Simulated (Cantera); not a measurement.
Feed: 1 mol Si, 12 mol HCl, 3.2 mol N2, equilibrated at 1177 °C and 1.33 mbar.

Cantera equilibrium calculation (NASA polynomials, part measured and part estimated; ideal gas, pure solids and liquids). Candidate condensed phases: NH4Cl, Si, Si3N4; 28 gas species. The tables' values for SiCl3 are old estimates; treat these amounts as uncertain. The numbers say what is thermodynamically allowed, not how fast it happens.

What is the equilibrium state?


| Quantity | Result |
|---|---|
| x(HCl) | 0.633 |
| x(N2) | 0.214 |
| x(H2) | 0.0850 |
| x(SiCl2) | 0.0430 |
| x(SiCl4) | 0.0119 |
| x(SiCl3) | 0.0119 |
| x(Cl) | 0.000458 |
| x(SiHCl3) | 0.000138 |
| x(H) | 7.55e-5 |
| gas amount | 14.94 mol |
| log10 activity of Si(s) (absent) | -2.53 |
